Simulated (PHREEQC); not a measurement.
# Copper plating or etch bath (model solution)

Dissolve 0.087 mol/kgw Cu(NO3)2, 0.00015 mol/kgw HCl and 0.001 mol/kgw NaCl at 25 °C. Closed to the air; pH follows from the charge balance.

Equilibrium calculation in PHREEQC: ion-association model, phreeqc.dat.

Each row changes one thing in this solution. No solid was allowed to form.

| case | pH | Cl- (mol/kgw) | CuCl+ (mol/kgw) | Cu2(OH)2+2 (mol/kgw) | CuOH+ (mol/kgw) | Cu(OH)2 (mol/kgw) | SI of Halite (NaCl) |
|---|---|---|---|---|---|---|---|
| as made | 3.89 | 0.00107 | 7.56e-5 | 6.01e-6 | 2.88e-6 | 3.03e-8 | -7.83 |
| NaCl from 0.001 to 0.0001 mol/kgw | 3.89 | 0.000234 | 1.65e-5 | 6.02e-6 | 2.89e-6 | 3.04e-8 | -9.49 |
| HCl from 0.00015 to 0.0015 mol/kgw | 2.93 | 0.00234 | 0.000164 | 7.24e-8 | 3.17e-7 | 3.66e-10 | -7.49 |
| Cu(NO3)2 from 0.087 to 0.435 mol/kgw | 3.82 | 0.000936 | 0.000214 | 2.42e-5 | 9.13e-6 | 5.28e-8 | -7.95 |
| diluted 5-fold with water | 4.44 | 0.000225 | 5.01e-6 | 4.98e-6 | 2.78e-6 | 1.27e-7 | -9.09 |
| temperature from 25 to 70 °C | 3.62 | 0.000803 | 0.000346 | 7.89e-5 | 1.46e-6 | 8.10e-9 | -8.01 |
| Cu(NO3)2 from 0.087 to 0.0087 mol/kgw | 3.88 | 0.00113 | 1.48e-5 | 1.09e-7 | 4.29e-7 | 5.74e-9 | -7.65 |
| temperature from 25 to 20 °C | 3.90 | 0.00109 | 6.04e-5 | 3.84e-6 | 2.97e-6 | 3.22e-8 | -7.82 |

The ionic strength passes 0.7 mol/kgw, the rough limit of the ion-association models, in Cu(NO3)2 from 0.087 to 0.435 mol/kgw. Constants without temperature data keep their 25 °C values here.
